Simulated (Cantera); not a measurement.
Input: 1 mol (CH3)2SiCl2, 0.36 mol C2H2, 1000 mol H2, at 2448.15 K and 12.0 mbar.

Cantera equilibrium calculation (NASA polynomials, part measured and part estimated; ideal gas, pure solids and liquids). Candidate condensed phases: C, C6H6, C7H8, C8H18, Si, SiC; 109 gas species. The feed counts by its element totals alone. The numbers say what is thermodynamically allowed, not how fast it happens.

Base state: H2 0.830, H 0.166, HCl 0.00160, C2H2 (acetylene) 0.00119, Si 0.000852, Cl 0.000226, SiC2 3.13e-5, SiH 2.43e-5 (mole fractions); condensed: gas only.

What changes in the equilibrium state with this change: temperature from 2448.15 K to 2048 K?


| species | before | after |
|---|---|---|
| H2 | 0.830 | 0.976 |
| H | 0.166 | 0.0202 |
| HCl | 0.00160 | 0.00194 |
| Si | 0.000852 | 0.000411 |
| C2H | 1.52e-5 | 4.65e-7 |
| Si2C | 6.53e-7 | 1.37e-5 |
| Cl | 0.000226 | 2.97e-5 |
| SiC2 | 3.13e-5 | 2.11e-5 |
| C(graphite), mol | 0 | 0.0817 |
| SiC(s), mol | 0 | 0.494 |
